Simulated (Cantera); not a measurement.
Gas mixture: NO = 0.59 (molar parts), at 0.225 Torr, frozen composition.

Cantera's kinetic-theory transport with the Lennard-Jones parameters of GRI-Mech 3.0, ideal gas; thermal conductivity in the mixture-averaged form.

One state of this run: ρ (kg/m³) = 0.000217; cp (J/kg/K) = 1016; μ (µPa s) = 27.0; λ (mW/m/K) = 38.8; Pr = 0.708; D (cm²/s) CH₄ = 1830; D (cm²/s) O = 2600; D (cm²/s) N₂ = 1680. D: mixture-averaged diffusion coefficient of that species in the mixture.

Q: Which value of T (K) does it belong to?
A. 400
B. 700
C. 600
D. 500

A: D, 500
